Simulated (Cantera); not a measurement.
Equilibrium for boron, boron nitride and boron oxide: B₂O₃ + H₂

Charge: 1 mol B₂O₃, 5.8 mol H₂, equilibrated at 730 Pa.

Cantera equilibrium calculation (NASA polynomials, part measured and part estimated; ideal gas, pure solids and liquids). Candidate condensed phases: B, B₂O₃, B₃O₃H₃, H₂O; 23 gas species. Kinetics and transport are ignored.

| T (K) | log p H₂ | log p B₂O₃ | log p HBO₂ | log p HBO | log p B₂O₂ | log p H | log p BO | log p H₂O | n B₂O₃(l) |
|---|---|---|---|---|---|---|---|---|---|
| 923 | -2.14 | -13.22 | -9.55 | -9.08 | -14.02 | -10.68 | <-14 | -8.42 | 1.000 |
| 1023 | -2.14 | -11.01 | -8.27 | -7.78 | -11.71 | -9.45 | -13.27 | -7.79 | 1.000 |
| 1123 | -2.14 | -9.21 | -7.17 | -6.77 | -9.93 | -8.44 | -11.36 | -7.17 | 1.000 |
| 1223 | -2.14 | -7.72 | -6.23 | -5.97 | -8.53 | -7.59 | -9.80 | -6.58 | 0.999 |
| 1323 | -2.14 | -6.46 | -5.44 | -5.29 | -7.33 | -6.87 | -8.48 | -6.09 | 0.996 |
| 1423 | -2.14 | -5.39 | -4.77 | -4.70 | -6.30 | -6.25 | -7.34 | -5.69 | 0.982 |
| 1523 | -2.15 | -4.46 | -4.20 | -4.20 | -5.41 | -5.71 | -6.36 | -5.35 | 0.918 |
| 1623 | -2.18 | -3.66 | -3.71 | -3.78 | -4.65 | -5.25 | -5.51 | -5.06 | 0.643 |
| 1723 | -2.23 | -3.18 | -3.41 | -3.54 | -4.21 | -4.86 | -4.88 | -4.83 | 0 |
| 1823 | -2.24 | -3.21 | -3.37 | -3.50 | -4.21 | -4.48 | -4.51 | -4.65 | 0 |
log p: log10 of the partial pressure in bar; n: condensed amount in mol.

From 923 K to 1623 K the condensed part is B₂O₃(l). From 1723 K to 1823 K nothing is condensed. The main B-bearing gas is B₃O₃H₃ at 923 K and B₂O₃ at 1823 K.
